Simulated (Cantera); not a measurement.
A Cantera script and what it prints.

```python
import numpy as np
import cantera as ct

gas_names = """
    H HNO HNO2 HNO3 HO2 H2 H2O H2O2 N NH NH2 NH3 NH2OH NO NO2 NO3 N2 N2H2 N2H4 N2O O OH O2 O3 Si SiH
    SiH2 SiH3 SiH4 SiN SiO SiO2 Si2 Si2N Si3
""".split()
cond_names = """
    H2O(s) H2O(L) Si(cr) Si(L) SiO2(Lqz) SiO2(hqz) SiO2(L) Si2N2O(s) Si3N4(a)
""".split()


# ... load() reads the species with a 1 bar reference pressure and builds the phases ...
atoms = {
    'Si': {'Si': 1},
    'H2O': {'H': 2, 'O': 1},
    'N2': {'N': 2},
}
top_T = {'Si2N2O(s)': 2100, 'Si3N4(a)': 2400}  # K; cautious upper limits of use, not melting points


# ... equilibrate(T, P, feed) seeds the gas with the atoms and calls Mixture.equilibrate('TP', solver="vcs", rtol=1e-11, max_steps=5000) ...
results = []
feed = {'Si': 1, 'H2O': 0.0067, 'N2': 840}  # mol
T = 2025  # K
P = 1000  # Pa
mix = equilibrate(T, P, feed)
results.append((T, P, feed, dict(zip(mix.species_names, mix.species_moles))))
print(gas.report(threshold=0.0001))
for i in range(1, mix.n_phases):
    print(f"{mix.phase(i).name:16s} {mix.phase_moles(i):12.5e} mol")
```

Output:

```
       temperature   2025 K
          pressure   1000 Pa
           density   0.0016639 kg/m^3
  mean mol. weight   28.015 kg/kmol
   phase of matter   gas

                          1 kg             1 kmol
                     ---------------   ---------------
          enthalpy        2.0524e+06        5.7497e+07  J
   internal energy        1.4514e+06         4.066e+07  J
           entropy             10381        2.9081e+05  J/K
    Gibbs function       -1.8969e+07        -5.314e+08  J
 heat capacity c_p            1286.4             36039  J/K
 heat capacity c_v            989.65             27725  J/K

                      mass frac. Y      mole frac. X     chem. pot. / RT
                     ---------------   ---------------   ---------------
                N2           0.99879           0.99881           -31.589
                Si          0.001137         0.0011342           -7.5926
     [  +33 minor]        7.7571e-05        6.0636e-05

Si(L)             0.00000e+00 mol
SiO2(L)           0.00000e+00 mol
Si2N2O(s)         0.00000e+00 mol
Si3N4(a)          0.00000e+00 mol
```

Equilibrium computed with Cantera from the NASA thermochemical tables; the gas is ideal and each condensed phase is pure. The tables' values for SiN are old estimates; treat these amounts as uncertain.
